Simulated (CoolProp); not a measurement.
A closed Brayton cycle with dry air: compressor inlet 321.15 K and 0.71 MPa, high pressure 2.41 MPa, turbine inlet 805 K, compressor efficiency 0.85, turbine efficiency 0.93, recuperator effectiveness 0 (on enthalpy, no pinch check). Each further row changes one setting.

Computed with CoolProp (reference Helmholtz-energy equation of state, Lemmon 2000). It is a pseudo-pure fit of the blend.

| case | thermal efficiency (%) | net work (kJ/kg) | compressor to turbine work | compressor exit (K) | turbine exit (K) |
|---|---|---|---|---|---|
| as stated | … | 66.4 | 0.71 | 478.0 | 596.2 |
| turbine inlet 755 K | 17.7 | 52.0 | 0.75 | 478.0 | 557.4 |
| compressor inlet 331.15 K | … | … | … | 492.6 | 596.2 |
| high pressure 2.05 MPa | … | 65.0 | … | … | 620.5 |
| recuperator effectiveness 0.5 | 23.1 | 66.4 | 0.71 | 478.0 | 596.2 |

What belongs in the gaps?


- as stated, thermal efficiency (%): 19.0
- compressor inlet 331.15 K, thermal efficiency (%): 18.4
- compressor inlet 331.15 K, net work (kJ/kg): 61.4
- compressor inlet 331.15 K, compressor to turbine work: 0.73
- high pressure 2.05 MPa, thermal efficiency (%): 17.4
- high pressure 2.05 MPa, compressor to turbine work: 0.67
- high pressure 2.05 MPa, compressor exit (K): 454.2
